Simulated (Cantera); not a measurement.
An adiabatic, constant-volume homogeneous reactor starts with H2 : O2 : N2 : NO = 1 : 1.06 : 4 : 0.026 (molar parts), at 1800 K and 3750 Torr.

Computed with Cantera and GRI-Mech 3.0 (53 species, 325 reactions). The hydrogen kinetics of GRI-Mech 3.0 are dated; newer H2 mechanisms differ, most at raised pressure.

Predict: time of steepest temperature rise; temperature at 0.900 s; equilibrium temperature; x(H2) at 0.900 s; x(O2) at 0.900 s; x(NO) at 0.900 s; x(H2O) at 0.900 s; x(H2O2) at 0.900 s; x(N2) at 0.900 s; x(NO2) at 0.900 s.


```json
{
  "time_of_steepest_temperature_rise": "1.34 µs",
  "temperature at 0.900 s": "2873 K",
  "equilibrium_temperature": "2873 K",
  "x(H2) at 0.900 s": "0.00577 (gas-phase equilibrium 0.00577)",
  "x(O2) at 0.900 s": "0.0828 (gas-phase equilibrium 0.0828)",
  "x(NO) at 0.900 s": "0.0240 (gas-phase equilibrium 0.0240)",
  "x(H2O) at 0.900 s": "0.157 (gas-phase equilibrium 0.157)",
  "x(H2O2) at 0.900 s": "1.75e-6 (gas-phase equilibrium 1.75e-6)",
  "x(N2) at 0.900 s": "0.696 (gas-phase equilibrium 0.696)",
  "x(NO2) at 0.900 s": "2.61e-5 (gas-phase equilibrium 2.61e-5)"
}
```
